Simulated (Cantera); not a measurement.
Feed: 1 mol CsCl, 0.45 mol HCl, 0.17 mol N2, equilibrated at 1330 Pa.

Method: chemical equilibrium by Gibbs-energy minimisation in Cantera with the NASA 1993 tables (ideal gas, pure condensed phases). Candidate condensed phases: Cs, CsCl, NH4Cl; 16 gas species. Kinetics and transport are ignored.

x: gas mole fraction; nothing condenses.

```tsv
T (°C)	x CsCl	x HCl	x N2	x Cl	x H2
1602	0.612	0.262	0.104	0.0138	0.00664
1627	0.612	0.260	0.104	0.0156	0.00746
1652	0.611	0.258	0.104	0.0176	0.00834
1677	0.610	0.255	0.104	0.0197	0.00929
1702	0.610	0.253	0.104	…	…
1727	0.609	0.250	0.104	0.0246	0.0114
1752	0.608	0.247	0.103	0.0273	0.0125
1777	0.606	0.243	0.103	0.0302	0.0137
1802	0.605	0.240	0.103	0.0334	0.0150
1827	0.604	0.236	0.103	0.0368	0.0163
1852	0.602	0.232	0.103	…	0.0176
1877	0.600	0.228	0.102	0.0442	0.0190
```

Q: Complete the blanks.

A: 
- 1852, x Cl: 0.0404
- 1702, x Cl: 0.0221
- 1702, x H2: 0.0103
